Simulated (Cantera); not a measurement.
What does this Cantera script print?

```python
import numpy as np
import cantera as ct

gas_names = """
    AL ALCL ALCL2 ALCL3 ALH ALN AL2 AL2CL6 CL CL2 H HCL H2 N NH NH2 NH3 N2 N2H2 N2H4
""".split()
cond_names = """
    AL(cr) AL(L) ALCL3(s) ALCL3(L) ALN(s) NH4CL(a) NH4CL(b)
""".split()


# ... load() reads the species with a 1 bar reference pressure and builds the phases ...
atoms = {
    'AlN': {'AL': 1, 'N': 1},
    'HCl': {'H': 1, 'CL': 1},
    'N2': {'N': 2},
}
top_T = {'ALN(s)': 2750}  # K; cautious upper limits of use, not melting points


# ... equilibrate(T, P, feed) seeds the gas with the atoms and calls Mixture.equilibrate('TP', solver="vcs", rtol=1e-11, max_steps=5000) ...
results = []
feed = {'AlN': 1, 'HCl': 2.6, 'N2': 77}  # mol
T = 750  # K
P = 1000  # Pa
mix = equilibrate(T, P, feed)
results.append((T, P, feed, dict(zip(mix.species_names, mix.species_moles))))
print(gas.report(threshold=1e-06))
for i in range(1, mix.n_phases):
    print(f"{mix.phase(i).name:16s} {mix.phase_moles(i):12.5e} mol")
```

It prints:

```
       temperature   750 K
          pressure   1000 Pa
           density   0.0045841 kg/m^3
  mean mol. weight   28.586 kg/kmol
   phase of matter   gas

                          1 kg             1 kmol
                     ---------------   ---------------
          enthalpy        2.9382e+05         8.399e+06  J
   internal energy             75673        2.1632e+06  J
           entropy              9065        2.5913e+05  J/K
    Gibbs function        -6.505e+06       -1.8595e+08  J
 heat capacity c_p            1098.6             31403  J/K
 heat capacity c_v             807.7             23089  J/K

                      mass frac. Y      mole frac. X     chem. pot. / RT
                     ---------------   ---------------   ---------------
             ALCL3          0.033597         0.0072031           -144.04
            AL2CL6        5.3187e-05        5.7015e-06           -288.08
               HCL          0.014055           0.01102           -47.521
                H2         0.0007632          0.010822           -25.972
                N2           0.95153           0.97095           -28.812
     [  +15 minor]        3.4096e-08        5.6766e-08

AL(cr)            0.00000e+00 mol
ALCL3(L)          0.00000e+00 mol
ALN(s)            4.25727e-01 mol
NH4CL(b)          0.00000e+00 mol
```

Equilibrium computed with Cantera from the NASA thermochemical tables; the gas is ideal and each condensed phase is pure.
